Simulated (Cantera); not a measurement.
A Cantera script and what it prints.

```python
import numpy as np
import cantera as ct

gas_names = [...]  # 87 gases of nasa_gas.yaml made of C, H, Si
cond_names = """
    C(gr) C6H6(L) C7H8(L) C8H18(L),n-octa Si(cr) Si(L) SiC(b)
""".split()


# ... load() reads the species with a 1 bar reference pressure and builds the phases ...
atoms = {
    'SiH4': {'Si': 1, 'H': 4},
    'C2H4': {'C': 2, 'H': 4},
    'H2': {'H': 2},
}
top_T = {'C(gr)': 4500, 'SiC(b)': 3050}  # K; cautious upper limits of use, not melting points


# ... equilibrate(T, P, feed) seeds the gas with the atoms and calls Mixture.equilibrate('TP', solver="vcs", rtol=1e-11, max_steps=5000) ...
results = []
feed = {'SiH4': 1, 'C2H4': 0.023, 'H2': 1.3}  # mol
P = 2300  # Pa
for T in [1248, 1348, 1448, 1548, 1648, 1748, 1848, 1948, 2048, 2148]:
    mix = equilibrate(T, P, feed)
    results.append((T, P, feed, dict(zip(mix.species_names, mix.species_moles))))

top = {s: max(r[3][s] / sum(r[3][g] for g in gas_names) for r in results) for s in gas_names}
cols = sorted((s for s in top if top[s] > 0.001), key=lambda s: -top[s])[:5]
seen = [c for c in cond_names if any(r[3].get(c, 0) > 1e-12 for r in results)]
print("log10 of partial pressures in bar; condensed amounts in mol")
print(f"{'T/K':>10s}" + "".join(f"{s[:9]:>10s}" for s in cols + seen))
for T, P, feed, n in results:
    ng = sum(n[g] for g in gas_names)
    print(f"{T:10.4g}" + "".join(f"{np.log10(max(n[s] / ng * P / 1e5, 1e-99)):10.3f}" for s in cols)
          + "".join(f"{n.get(c, 0):10.4g}" for c in seen))
```

Result:

```
log10 of partial pressures in bar; condensed amounts in mol
       T/K        H2         H        Si    Si(cr)     Si(L)    SiC(b)
      1248    -1.638    -7.150   -11.110     0.954         0     0.046
      1348    -1.638    -6.455    -9.726     0.954         0     0.046
      1448    -1.638    -5.855    -8.534     0.954         0     0.046
      1548    -1.638    -5.331    -7.498     0.954         0     0.046
      1648    -1.639    -4.870    -6.589    0.9539         0     0.046
      1748    -1.639    -4.461    -5.837         0    0.9537     0.046
      1848    -1.640    -4.096    -5.203         0    0.9528   0.04598
      1948    -1.642    -3.768    -4.634         0    0.9498   0.04592
      2048    -1.646    -3.473    -4.122         0    0.9407   0.04559
      2148    -1.655    -3.208    -3.658         0    0.9154   0.04425
```

Cantera equilibrium calculation (NASA polynomials, part measured and part estimated; ideal gas, pure solids and liquids). Mutual solubility and eutectic melting of coexisting phases are not modelled. Gases not in the tables: Si2H6 and higher silanes.
